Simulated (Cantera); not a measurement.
# Equilibrium for silicon epitaxy and polysilicon growth: Si₂Cl₆ + Cl₂ + H₂

A closed system holds: 1 mol Si₂Cl₆, 0.041 mol Cl₂, 180 mol H₂, at 6500 Pa.

Method: chemical equilibrium by Gibbs-energy minimisation in Cantera with the NASA 1993 tables (ideal gas, pure condensed phases). Candidate condensed phases: Si; 19 gas species. The feed counts by its element totals alone. The tables' values for SiCl₃ are old estimates; treat these amounts as uncertain. The numbers say what is thermodynamically allowed, not how fast it happens.

| T (°C) | x H₂ | x HCl | x SiCl₄ | x SiHCl₃ | x SiCl₂ | x SiCl₃ | x SiH₂Cl₂ | n Si(s) |
|---|---|---|---|---|---|---|---|---|
| 527 | 0.990 | 0.00136 | 0.00531 | 0.00350 | 1.91e-6 | 9.56e-6 | 0.000186 | 0.364 |
| 577 | 0.989 | 0.00252 | 0.00513 | 0.00333 | 7.67e-6 | 2.35e-5 | 0.000191 | 0.423 |
| 627 | 0.987 | 0.00434 | 0.00481 | 0.00311 | 2.59e-5 | 5.11e-5 | 0.000191 | 0.513 |
| 677 | 0.986 | 0.00694 | 0.00432 | 0.00281 | 7.46e-5 | 9.83e-5 | 0.000186 | 0.638 |
| 727 | 0.983 | 0.0104 | 0.00364 | 0.00243 | 0.000186 | 0.000167 | 0.000175 | 0.800 |
| 777 | 0.980 | 0.0145 | 0.00279 | 0.00196 | 0.000401 | 0.000249 | 0.000156 | 0.988 |
| 827 | 0.977 | 0.0189 | 0.00187 | 0.00143 | 0.000744 | 0.000316 | 0.000130 | 1.18 |
| 877 | 0.974 | 0.0228 | 0.00105 | 0.000912 | 0.00117 | 0.000336 | 9.93e-5 | 1.35 |
| 927 | 0.971 | 0.0256 | 0.000493 | 0.000509 | 0.00159 | 0.000299 | 6.90e-5 | 1.46 |
| 977 | 0.970 | 0.0271 | 0.000203 | 0.000259 | 0.00190 | 0.000232 | 4.49e-5 | 1.52 |
| 1027 | 0.970 | 0.0277 | 7.97e-5 | 0.000127 | 0.00212 | 0.000169 | 2.85e-5 | 1.54 |
x: gas mole fraction; n: condensed amount in mol.

From 527 °C to 1027 °C the condensed part is Si(s). The main Si-bearing gas is SiCl₄ at 527 °C and SiCl₂ at 1027 °C. The share of Si in condensed phases is highest at 1027 °C (76.9 %) and lowest at 527 °C (18.2 %).
